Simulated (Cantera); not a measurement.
Input (Python, Cantera):

```python
import numpy as np
import cantera as ct

gas = ct.Solution("gri30.yaml")
gas.TPX = 1323, 38000, {'CH4': 1, 'C2H6': 0.047, 'O2': 2.33, 'N2': 8.75}
reactor = ct.IdealGasReactor(gas, energy="on", clone=False)
net = ct.ReactorNet([reactor])
net.rtol, net.atol = 1e-08, 1e-16
show = ['CH4', 'C2H6', 'O2', 'C2H4', 'NO']
times = np.geomspace(9e-06, 1, 11)

steps = ct.SolutionArray(gas, extra=["t"])
rows = []
print(f"{'t/s':>10s}{'T/K':>9s}{'P/Pa':>11s}" + "".join(f"{s:>11s}" for s in show))
for t in times:
    while net.time < t:
        t_next = net.step()
        steps.append(gas.state, t=t_next)
    rows.append([np.interp(t, steps.t, y) for y in (steps.T, steps.P, *steps(*show).X.T)])
    print(f"{t:10.3e}{rows[-1][0]:9.1f}{rows[-1][1]:11.4g}" + "".join(f"{x:11.3e}" for x in rows[-1][2:]))
rate = np.gradient(steps.T, steps.t)
print("integrator steps:", len(steps.t))
if steps.T.max() > steps.T[0] + 200:
    print(f"time of steepest temperature rise: {steps.t[rate.argmax()]:.4e} s")
gas.TPX = 1323, 38000, {'CH4': 1, 'C2H6': 0.047, 'O2': 2.33, 'N2': 8.75}
gas.equilibrate("UV")
print(f"equilibrium (UV): T = {gas.T:.1f} K  " + "  ".join(f"{s} {gas[s].X[0]:.3e}" for s in show))
```

It prints:

```
       t/s      T/K       P/Pa        CH4       C2H6         O2       C2H4         NO
 9.000e-06   1323.0    3.8e+04  8.246e-02  3.875e-03  1.921e-01  1.863e-09  3.416e-19
 2.876e-05   1323.0    3.8e+04  8.246e-02  3.874e-03  1.921e-01  2.703e-08  4.327e-18
 9.192e-05   1322.9    3.8e+04  8.246e-02  3.870e-03  1.921e-01  3.314e-07  4.962e-17
 2.937e-04   1322.8    3.8e+04  8.245e-02  3.856e-03  1.921e-01  3.965e-06  6.006e-16
 9.387e-04   1323.2  3.801e+04  8.231e-02  3.802e-03  1.920e-01  5.384e-05  1.002e-14
 3.000e-03   1332.0  3.828e+04  8.069e-02  3.618e-03  1.907e-01  5.272e-04  1.940e-13
 9.587e-03   2754.9    8.3e+04  9.102e-16  2.321e-30  2.795e-02  5.165e-24  1.098e-02
 3.064e-02   2754.0  8.296e+04  9.167e-16  2.348e-30  2.768e-02  5.205e-24  1.168e-02
 9.791e-02   2754.0  8.296e+04  9.167e-16  2.348e-30  2.768e-02  5.205e-24  1.168e-02
 3.129e-01   2754.0  8.296e+04  9.167e-16  2.348e-30  2.768e-02  5.205e-24  1.168e-02
 1.000e+00   2754.0  8.296e+04  9.167e-16  2.348e-30  2.768e-02  5.205e-24  1.168e-02
integrator steps: 1939
time of steepest temperature rise: 5.3740e-03 s
equilibrium (UV): T = 2754.0 K  CH4 1.232e-15  C2H6 4.081e-30  O2 2.768e-02  C2H4 5.783e-24  NO 1.168e-02
```

Model: GRI-Mech 3.0 (53 species, 325 reactions), integrated in Cantera.
